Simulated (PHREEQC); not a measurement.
Leach liquor (model solution)

Consider water at 25 °C with 1.3 mmol/kgw H2SO4 and 63 mmol/kgw MnSO4. Closed to the air; pH follows from the charge balance.

All values are PHREEQC results (ion-association model, phreeqc.dat), not measurements.

Each row changes one thing in this solution. This is a speciation only: nothing precipitates in the calculation.

| case | pH | ionic strength (mol/kgw) | SO4-2 (mol/kgw) | HSO4- (mol/kgw) |
|---|---|---|---|---|
| as made | 3.02 | 0.147 | 0.0362 | 0.00143 |
| H2SO4 from 0.0013 to 0.013 mol/kgw | 2.02 | … | 0.0362 | 0.0141 |
| H2SO4 from 0.0013 to 0.00143 mol/kgw | 2.98 | 0.147 | 0.0362 | … |
| MnSO4 replaced by FeSO4 at the same molality | … | 0.146 | 0.0362 | 0.00132 |
| temperature from 25 to 30 °C | 3.04 | 0.142 | 0.0352 | … |
| temperature from 25 to 85 °C | 3.39 | 0.108 | 0.0262 | 0.00210 |

Task: Some entries are withheld; supply them.

Result: 
- H2SO4 from 0.0013 to 0.013 mol/kgw, ionic strength (mol/kgw): 0.160
- H2SO4 from 0.0013 to 0.00143 mol/kgw, HSO4- (mol/kgw): 0.00158
- MnSO4 replaced by FeSO4 at the same molality, pH: 3.06
- temperature from 25 to 30 °C, HSO4- (mol/kgw): 0.00149

At this temperature some constants are extrapolated from 25 °C, and those without enthalpy data are left unchanged.
